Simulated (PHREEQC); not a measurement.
## Acid rinse or clean: speciation

Make-up at 25 °C: 0.022 mol/kgw HNO3 and 0.00018 mol/kgw CuCl2. Closed to the air; pH follows from the charge balance.

Model: ion-association model, wateq4f.dat, run in PHREEQC.

No solid was allowed to form.

### Question
Predict the pH.

### Answer
pH 1.71.
